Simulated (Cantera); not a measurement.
A perfectly stirred reactor is fed with 1.89 % CH₄, 98.1 % N₂, at 0.330 bar; it is held at 1473 K, and followed from long to short residence time.

Cantera simulation using GRI-Mech 3.0 (53 species, 325 reactions); the numbers are that mechanism's predictions, not measurements. GRI-Mech 3.0 stops at C3 and has no aromatics, soot or wall deposition, so with more carbon than oxygen in the feed, carbon stays in small species such as C2H2 where larger ones or solid carbon would form.

x: mole fraction; the columns are a selection and need not sum to one.

```csv
τ (s),x CH₄,x CH₃,x C₂H₂,x H,x CH₂
0.32,0.0168,4.85e-5,0.000718,4.56e-7,5.16e-9
0.15,0.0178,5.06e-5,0.000253,2.44e-7,5.24e-9
0.073,0.0184,?,?,?,?
0.035,0.0187,3.42e-5,7.65e-6,4.41e-8,2.34e-9
0.017,0.0188,2.25e-5,7.24e-7,2.11e-8,1.04e-9
0.0080,0.0188,?,?,?,3.69e-10
0.0038,0.0189,7.21e-6,3.11e-9,1.04e-8,1.13e-10
0.0018,0.0189,3.65e-6,1.69e-10,9.56e-9,3.04e-11
0.00087,0.0189,1.80e-6,9.33e-12,9.31e-9,8.05e-12
0.00042,0.0189,8.69e-7,<1e-12,9.17e-9,2.18e-12
0.00020,0.0189,4.10e-7,<1e-12,8.95e-9,<1e-12
```

**Question.** Some entries are withheld; supply them.

**Answer.** 
- 0.073, x CH₃: 4.55e-5
- 0.073, x C₂H₂: 5.83e-5
- 0.073, x H: 1.09e-7
- 0.073, x CH₂: 4.13e-9
- 0.0080, x CH₃: 1.32e-5
- 0.0080, x C₂H₂: 5.03e-8
- 0.0080, x H: 1.30e-8
